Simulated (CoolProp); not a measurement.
Ammonia at 608.43 K and 7.65 MPa is throttled through a valve to 0.396 MPa with no heat exchange. Each further row changes one setting.

Values from CoolProp's reference Helmholtz-energy equation of state, Gao 2020.

| case | temperature change (K) | final density (kg/m³) |
|---|---|---|
| as stated | -24.3 | 1.39 |
| outlet pressure 0.119 MPa | -25.3 | 0.418 |
| outlet pressure 0.515 MPa | -23.8 | 1.81 |
